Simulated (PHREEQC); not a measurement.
1 kg of water holding 0.032 mol/kgw Na2SO4, 0.0095 mol/kgw Na2B4O7, 0.0037 mol/kgw KCl, 0.13 mol/kgw Na2CO3 and 0.041 mol/kgw NaCl is evaporated at 20 °C; the solids stay in contact with the brine. CO2 is held at log p = -3.4 (atm). Solids allowed: Arcanite, Burkeite, Glaserite, Halite, Kalicinite, Mirabilite, Misenite, Nahcolite, Natron, Sylvite, Thenardite, Trona, Borax, Boric_acid,s, KB5O8:4H2O, K2B4O7:4H2O, NaBO2:4H2O, NaB5O8:5H2O, Teepleite. Others were left out.

All values are PHREEQC results (Pitzer model, pitzer.dat), not measurements.

```json
[
 {"water left (kg)": "0.9996", "ionic strength": "0.507", "water activity": "0.990", "Trona (mol)": "0", "Mirabilite (mol)": "0", "Burkeite (mol)": "0", "Borax (mol)": "0", "K in solution (mol/kgw)": "0.00370"},
 {"water left (kg)": "0.8215", "ionic strength": "0.620", "water activity": "___", "Trona (mol)": "0", "Mirabilite (mol)": "0", "Burkeite (mol)": "0", "Borax (mol)": "0", "K in solution (mol/kgw)": "0.00450"},
 {"water left (kg)": "0.5549", "ionic strength": "0.928", "water activity": "0.984", "Trona (mol)": "0", "Mirabilite (mol)": "0", "Burkeite (mol)": "0", "Borax (mol)": "0", "K in solution (mol/kgw)": "0.00667"},
 {"water left (kg)": "0.4561", "ionic strength": "1.13", "water activity": "___", "Trona (mol)": "0", "Mirabilite (mol)": "0", "Burkeite (mol)": "0", "Borax (mol)": "0", "K in solution (mol/kgw)": "0.00811"},
 {"water left (kg)": "0.3749", "ionic strength": "1.39", "water activity": "0.977", "Trona (mol)": "0", "Mirabilite (mol)": "0", "Burkeite (mol)": "0", "Borax (mol)": "0", "K in solution (mol/kgw)": "0.00987"},
 {"water left (kg)": "0.3081", "ionic strength": "1.69", "water activity": "0.972", "Trona (mol)": "0", "Mirabilite (mol)": "0", "Burkeite (mol)": "0", "Borax (mol)": "0", "K in solution (mol/kgw)": "0.0120"},
 {"water left (kg)": "0.2082", "ionic strength": "2.53", "water activity": "0.961", "Trona (mol)": "0", "Mirabilite (mol)": "0", "Burkeite (mol)": "0", "Borax (mol)": "0", "K in solution (mol/kgw)": "0.0178"},
 {"water left (kg)": "0.1712", "ionic strength": "___", "water activity": "0.953", "Trona (mol)": "0", "Mirabilite (mol)": "0", "Burkeite (mol)": "0", "Borax (mol)": "0", "K in solution (mol/kgw)": "0.0216"},
 {"water left (kg)": "0.1408", "ionic strength": "3.77", "water activity": "0.944", "Trona (mol)": "0", "Mirabilite (mol)": "0", "Burkeite (mol)": "0", "Borax (mol)": "0", "K in solution (mol/kgw)": "0.0263"},
 {"water left (kg)": "0.0953", "ionic strength": "5.61", "water activity": "0.918", "Trona (mol)": "0", "Mirabilite (mol)": "0", "Burkeite (mol)": "0", "Borax (mol)": "0", "K in solution (mol/kgw)": "0.0388"},
 {"water left (kg)": "0.07845", "ionic strength": "6.84", "water activity": "0.900", "Trona (mol)": "0", "Mirabilite (mol)": "0", "Burkeite (mol)": "0", "Borax (mol)": "0", "K in solution (mol/kgw)": "0.0472"},
 {"water left (kg)": "0.06452", "ionic strength": "8.30", "water activity": "0.876", "Trona (mol)": "0", "Mirabilite (mol)": "0", "Burkeite (mol)": "0", "Borax (mol)": "0.000944", "K in solution (mol/kgw)": "0.0573"},
 {"water left (kg)": "0.04246", "ionic strength": "10.0", "water activity": "0.837", "Trona (mol)": "0.0241", "Mirabilite (mol)": "0", "Burkeite (mol)": "0", "Borax (mol)": "0.00362", "K in solution (mol/kgw)": "0.0871"},
 {"water left (kg)": "0.03385", "ionic strength": "10.2", "water activity": "0.826", "Trona (mol)": "0.0419", "Mirabilite (mol)": "0", "Burkeite (mol)": "0", "Borax (mol)": "0.00505", "K in solution (mol/kgw)": "0.109"},
 {"water left (kg)": "0.02669", "ionic strength": "10.4", "water activity": "0.810", "Trona (mol)": "0.0562", "Mirabilite (mol)": "0.000557", "Burkeite (mol)": "0", "Borax (mol)": "0.00621", "K in solution (mol/kgw)": "0.139"},
 {"water left (kg)": "0.01931", "ionic strength": "10.2", "water activity": "0.792", "Trona (mol)": "0.0682", "Mirabilite (mol)": "0.00907", "Burkeite (mol)": "0", "Borax (mol)": "___", "K in solution (mol/kgw)": "0.192"},
 {"water left (kg)": "0.01291", "ionic strength": "10.1", "water activity": "0.758", "Trona (mol)": "0.0722", "Mirabilite (mol)": "0", "Burkeite (mol)": "0.00851", "Borax (mol)": "0.00819", "K in solution (mol/kgw)": "0.287"},
 {"water left (kg)": "0.009934", "ionic strength": "9.58", "water activity": "0.735", "Trona (mol)": "0.0734", "Mirabilite (mol)": "0", "Burkeite (mol)": "0.0118", "Borax (mol)": "0.00854", "K in solution (mol/kgw)": "0.372"}
]
```

**Question.** Fill in the missing entries.

**Answer.** 
- 0.8215, water activity: 0.988
- 0.4561, water activity: 0.980
- 0.1712, ionic strength: 3.09
- 0.01931, Borax (mol): 0.00731

Species that the database lacks are ignored.
